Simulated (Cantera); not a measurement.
**Equilibrium for carbothermic reduction: Fe₂O₃ + C + H₂**

Feed: 1 mol Fe₂O₃, 1.8 mol C, a varied amount of H₂, at 1950 K and 11.0 Pa.

Equilibrium computed with Cantera from the NASA thermochemical tables; the gas is ideal and each condensed phase is pure. Candidate condensed phases: C, C₆H₆, C₇H₈, C₈H₁₈, Fe, Fe(CO)₅, FeO, Fe(OH)₂, Fe(OH)₃, Fe₂O₃, Fe₃O₄, H₂O; 114 gas species. The tables' stoichiometric FeO is somewhat more stable than real wüstite, so its field is too wide. FeO: taken at fixed stoichiometry. The numbers say what is thermodynamically allowed, not how fast it happens.

| n(H₂) (mol) | x Fe | x H₂ | x CO | x CO₂ | x H₂O | x H | x FeO | x OH | n FeO(l) |
|---|---|---|---|---|---|---|---|---|---|
| 0.27 | 0.418 | 0.0205 | 0.327 | 0.154 | 0.0425 | 0.0156 | 0.0153 | 0.00295 | 0.379 |
| 0.81 | 0.411 | 0.0509 | 0.260 | 0.124 | 0.107 | 0.0247 | 0.0152 | 0.00470 | 0 |
| 1.3 | 0.375 | 0.0975 | 0.264 | 0.0818 | 0.133 | 0.0341 | 0.00901 | 0.00423 | 0 |
| 1.9 | 0.337 | 0.159 | 0.256 | 0.0523 | 0.143 | 0.0435 | 0.00534 | 0.00356 | 0 |
| 2.4 | 0.310 | 0.208 | 0.244 | 0.0381 | 0.142 | 0.0498 | 0.00375 | 0.00310 | 0 |
| 3 | 0.283 | 0.261 | 0.229 | 0.0275 | 0.138 | 0.0558 | 0.00263 | 0.00268 | 0 |
| 3.5 | 0.263 | 0.301 | 0.217 | 0.0217 | 0.133 | 0.0599 | 0.00205 | 0.00240 | 0 |
| 4 | 0.246 | 0.336 | 0.205 | 0.0176 | 0.127 | 0.0634 | 0.00164 | 0.00217 | 0 |
| 4.6 | 0.229 | 0.374 | 0.193 | 0.0141 | 0.120 | 0.0668 | 0.00130 | 0.00195 | 0 |
x: gas mole fraction; n: condensed amount in mol.

At 0.27 mol H₂ the condensed part is FeO(l). From 0.81 mol H₂ to 4.6 mol H₂ nothing is condensed. The main Fe-bearing gas is Fe throughout.
